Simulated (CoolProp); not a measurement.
Values from CoolProp's reference Helmholtz-energy equation of state, Zhou 2012.

Q: For p-xylene, give the phase and the Z, fugacity coefficient at 551.7 K and 17.6 MPa.

A: 
- 551.7 K and 17.6 MPa: liquid; Z 0.624, fugacity coefficient 0.121
